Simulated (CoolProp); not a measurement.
Vapour-liquid equilibrium of R143a (1) + R134a (2) at 0.525 MPa; x and y are mole fractions of (1).

Model: multi-fluid Helmholtz-energy mixture model, Lemmon and Jacobsen 2000 and Tillner-Roth 1994; pair parameters Lemmon 2004, in CoolProp.

Q: Give the bubble temperature and the first vapour's composition at x = 0.5, 0.875, 0.95. Is there an azeotrope?

A: x = 0.5: 277.8 K, y = 0.649; x = 0.875: 270.2 K, y = 0.930; x = 0.95: 268.8 K, y = 0.973. No azeotrope shows between x = 0.05 and 0.95.

Pair parameters are fitted to limited data, so mixtures are less certain than the pure fluids.
